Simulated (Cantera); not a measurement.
Mixture: CH4 : C2H6 : C3H8 : O2 : N2 = 1 : 0.069 : 1.1 : 19.4 : 118 (molar parts), equivalence ratio 0.40, at 1.01 bar, adiabatic and at constant volume. Ignition delay is the time to a rise of 400 K.

Detailed kinetics in Cantera: GRI-Mech 3.0 (53 species, 325 reactions). GRI-Mech 3.0 was tuned for natural gas; its chemistry of propane as a main component is partial and can be far from experiment.

### Question
What does this change do: pressure from 1.01 bar to 0.910 bar?

### Answer
```tsv
quantity	before	after
delay at 1125 K	31.8 ms	33.8 ms
delay at 1175 K	11.0 ms	11.6 ms
delay at 1225 K	4.11 ms	4.32 ms
delay at 1275 K	1.68 ms	1.76 ms
delay at 1325 K	0.755 ms	0.795 ms
delay at 1375 K	0.376 ms	0.398 ms
apparent activation energy between 1275 and 1375 K	220 kJ/mol	220 kJ/mol
```

### Question
What does this change do: pressure from 1.01 bar to 0.420 bar?

### Answer
| quantity | before | after |
|---|---|---|
| delay at 1125 K | 31.8 ms | 49.5 ms |
| delay at 1175 K | 11.0 ms | 16.6 ms |
| delay at 1225 K | 4.11 ms | 6.11 ms |
| delay at 1275 K | 1.68 ms | 2.52 ms |
| delay at 1325 K | 0.755 ms | 1.17 ms |
| delay at 1375 K | 0.376 ms | 0.609 ms |
| apparent activation energy between 1275 and 1375 K | 220 kJ/mol | 210 kJ/mol |
